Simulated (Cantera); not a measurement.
A closed system holds: 1 mol AlCl3, 1.8 mol NH3, 600 mol H2, at 1727 °C and 3.60 mbar.

Cantera equilibrium calculation (NASA polynomials, part measured and part estimated; ideal gas, pure solids and liquids). Candidate condensed phases: Al, AlCl3, AlN, NH4Cl; 20 gas species. Rates play no part.

Base state: H2 0.967, H 0.0266, HCl 0.00340, N2 0.00147, AlCl 0.00142, Al 0.000207, Cl 6.98e-5 (mole fractions); condensed: gas only.

Problem. What changes in the equilibrium state with this change: NH3 from 1.8 to 0.94 mol?

Solution. 
| species | before | after |
|---|---|---|
| H2 | 0.967 | 0.967 |
| H | 0.0266 | 0.0267 |
| HCl | 0.00340 | 0.00341 |
| N2 | 0.00147 | 0.000768 |
| AlCl | 0.00142 | 0.00142 |
| Cl | 6.98e-5 | 6.99e-5 |
| Al | 0.000207 | 0.000207 |

Problem. What changes in the equilibrium state with this change: temperature from 1727 °C to 1250 °C?

Solution. 
```tsv
species	before	after
H2	0.967	0.993
HCl	0.00340	0.00328
AlCl	0.00142	0.00163
H	0.0266	0.000384
Al	0.000207	1.09e-6
Cl	6.98e-5	1.02e-6
AlCl2	1.24e-6	1.64e-5
N2	0.00147	0.00149
```
The tables' values for AlCl2 are old estimates; treat these amounts as uncertain.
